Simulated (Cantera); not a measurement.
Input: 1 mol Al, 5.1 mol O₂, 1.1 mol N₂, at 1048.15 K and 1.00 bar.

Equilibrium computed with Cantera from the NASA thermochemical tables; the gas is ideal and each condensed phase is pure. Candidate condensed phases: Al, AlN, Al₂O₃; 16 gas species. Rates play no part.

Base state: O₂ 0.798, N₂ 0.202, NO 5.11e-5 (mole fractions); condensed: Al₂O₃(s).

Question: What changes in the equilibrium state with this change: temperature from 1048.15 K to 1473.15 K?

Answer: 
```
species         before    after
-------------  -------  -------
O₂               0.798    0.798
N₂               0.202    0.201
NO             5.11e-5  0.00105
NO₂            3.91e-6  1.20e-5
Al₂O₃(s), mol    0.500    0.500
```

Question: What changes in the equilibrium state with this change: temperature from 1048.15 K to 2175 K?

Answer: 
```csv
species,before,after
O₂,0.798,0.791
N₂,0.202,0.196
NO,5.11e-5,0.0115
O,<1e-9,0.00205
NO₂,3.91e-6,2.97e-5
"Al₂O₃(s), mol",0.500,0.500
```
